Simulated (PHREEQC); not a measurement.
HCl is added in steps, without added water, to 1 kg of water holding 0.0086 mol Pb(NO3)2 and 8.8e-05 mol ZnCl2, at 20 °C. Oxygen is held at 0.21 atm. The system is closed to CO2. Nothing may precipitate in this run.

Base run: PHREEQC, ion-association model, wateq4f.dat. Each further column changes one thing. The table gives PbCl+ (mol/kgw).

| HCl added (mol) | base | database phreeqc.dat | all activity coefficients set to 1 | Davies equation for every ion |
|---|---|---|---|---|
| 0 | 2.25e-5 | 2.25e-5 | 3.45e-5 | 2.25e-5 |
| 0.0012 | 0.000172 | 0.000172 | 0.000264 | 0.000172 |
| 0.0024 | 0.000315 | 0.000315 | 0.000483 | 0.000316 |
| 0.0042 | 0.000517 | 0.000517 | 0.000793 | 0.000519 |
| 0.0054 | 0.000645 | 0.000645 | 0.000989 | 0.000647 |
| 0.0066 | 0.000767 | 0.000768 | 0.00118 | 0.000770 |
| 0.0078 | 0.000884 | 0.000885 | 0.00135 | 0.000888 |
| 0.0096 | 0.00105 | 0.00105 | 0.00161 | 0.00106 |
| 0.0108 | 0.00116 | 0.00116 | 0.00177 | 0.00116 |
| 0.012 | 0.00126 | 0.00126 | 0.00192 | 0.00126 |

 phreeqc.dat and wateq4f.dat share most of their constants, so their agreement is no independent check.
